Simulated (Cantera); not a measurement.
Cantera run, input and output.

```python
import numpy as np
import cantera as ct

surf = ct.Interface("diamond.yaml", "diamond_100")
gas, bulk = surf.adjacent["gas"], surf.adjacent["diamond"]
k = surf.kinetics_species_index(bulk.species_names[0])
cover = ["c6HH", "c6H*", "c6*H", "c6**", "c6HM", "c6B"]

rows, drift = [], 0.0
print(f"{'P':>10s}{'um/h':>11s}" + "".join(f"{s:>11s}" for s in cover))
for v in [1100, 1700, 2500, 3600, 5400, 8000, 12000, 17000]:
    T, P, xH, xCH3 = 950, v, 0.00033, 1.5e-05
    gas.TPX = T, P, {"H": xH, "CH3": xCH3, "CH4": 0.012, "H2": 1 - xH - xCH3 - 0.012}
    surf.TP = bulk.TP = T, P
    surf.coverages = "c6H*:0.1, c6HH:0.9"
    surf.advance_coverages(100.0)
    before = surf.coverages
    surf.advance_coverages(100.0)
    drift = max(drift, np.max(np.abs(surf.coverages - before) / (surf.coverages + 1e-9)))
    rate = surf.net_production_rates[k] * bulk.mean_molecular_weight / bulk.density * 3.6e9
    rows.append([rate, *surf[cover].coverages])
    print(f"{v:10.4g}{rate:11.4e}" + "".join(f"{x:11.3e}" for x in rows[-1][1:]))
```

Result:

```
         P       um/h       c6HH       c6H*       c6*H       c6**       c6HM        c6B
      1100 3.7220e-02  6.355e-01  1.363e-02  3.237e-01  5.598e-03  1.652e-02  1.010e-10
      1700 6.6993e-02  6.332e-01  1.358e-02  3.224e-01  5.577e-03  1.931e-02  1.818e-10
      2500 1.0912e-01  6.314e-01  1.354e-02  3.215e-01  5.561e-03  2.144e-02  2.961e-10
      3600 1.6898e-01  6.300e-01  1.351e-02  3.208e-01  5.548e-03  2.308e-02  4.585e-10
      5400 2.6886e-01  6.289e-01  1.348e-02  3.202e-01  5.537e-03  2.451e-02  7.296e-10
      8000 4.1470e-01  6.280e-01  1.347e-02  3.197e-01  5.530e-03  2.554e-02  1.125e-09
   1.2e+04 6.4033e-01  6.274e-01  1.345e-02  3.194e-01  5.524e-03  2.630e-02  1.738e-09
   1.7e+04 9.2311e-01  6.270e-01  1.345e-02  3.192e-01  5.521e-03  2.677e-02  2.505e-09
```

Cantera simulation using the Harris–Goodwin 1993 mechanism for the reconstructed diamond (100) surface; the numbers are that mechanism's predictions, not measurements.
